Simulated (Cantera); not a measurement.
Cantera with NASA thermochemical tables; ideal gases at 1 bar, condensed phases pure. Values are per mole of reaction as written; species without (g) are pure solids or liquids, kept so even where they would boil at 1 bar. VN: taken at fixed stoichiometry.

4 O(g) + 2 VN = V2O4 + N2(g), with ΔH° = -1989.6 kJ and ΔS° = -423.8 J/K at 300 K.

**Question.** How far is the shortcut ΔG° ≈ ΔH°(300 K) − T·ΔS°(300 K) from the full temperature-dependent value at 1098, 1148, 1198, 1248, 1298, 1348, 1398, 1448, 1498, 1548, 1598 K?

**Answer.** 
```csv
T (K),shortcut (kJ),full (kJ),difference (kJ),difference in log10 K
1098,-1524.3,-1540.3,16.0,-0.76
1148,-1503.1,-1520.1,17.0,-0.77
1198,-1481.9,-1500.0,18.1,-0.79
1248,-1460.7,-1479.9,19.2,-0.80
1298,-1439.6,-1459.8,20.2,-0.81
1348,-1418.4,-1439.7,21.3,-0.83
1398,-1397.2,-1419.6,22.4,-0.84
1448,-1376.0,-1399.5,23.5,-0.85
1498,-1354.8,-1379.4,24.6,-0.86
1548,-1333.6,-1359.3,25.7,-0.87
1598,-1312.4,-1339.3,26.9,-0.88
```
The shortcut ignores the heat-capacity change of the reaction.
